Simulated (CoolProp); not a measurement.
Carbonyl sulfide along the isotherm 46.45 °C: fugacity coefficient from the reference equation and from simpler models built on Tc = 105.6 °C, pc = 6369 kPa, ω = 0.098; each cubic takes its own stable root.

The numbers come from the reference Helmholtz-energy equation of state, Lemmon 2006 in CoolProp. It is a short technical equation, of lower accuracy than the large ones.

| p (kPa) | phase | reference |
|---|---|---|
| 30.2 | gas | 0.9973 |
| 57.3 | gas | 0.9950 |
| 109 | gas | 0.9904 |
| 206 | gas | 0.9819 |
| 390 | gas | 0.9657 |
| 740 | gas | 0.9350 |
| 1400 | gas | 0.8770 |
| 2660 | liquid | 0.6530 |
| 5040 | liquid | 0.3651 |
| 9550 | liquid | 0.2145 |

Q: How far does each simpler model (van der Waals, Soave-Redlich-Kwong) lie from the reference over these 10 states: mean and median of the absolute difference, and the worst?

A: 
- van der Waals: mean 12.2 %, median 1.1 %, worst +49.7 % at 46.45 °C and 9550 kPa
- Soave-Redlich-Kwong: mean 0.6 %, median 0.0 %, worst +2.8 % at 46.45 °C and 9550 kPa

At some of these states van der Waals gives the other phase, because its saturation line lies elsewhere.
